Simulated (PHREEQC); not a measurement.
A solution holds 87 mmol/kgw HF, 0.039 mmol/kgw NaF and 3.1 mmol/kgw HCl, at 17 °C. Closed to the air; pH follows from the charge balance.

Equilibrium calculation in PHREEQC: ion-association model, phreeqc.dat.

Precipitation was switched off in this run.

Problem. Estimate the pH, ionic strength.

Solution. pH 1.99; ionic strength 0.0113 mol/kgw.

Problem. In which forms is F present?

Solution. HF 89 %, F- 7.4 %, HF2- 4.1 % of the F.

Complexes and solids missing from the database can't appear.
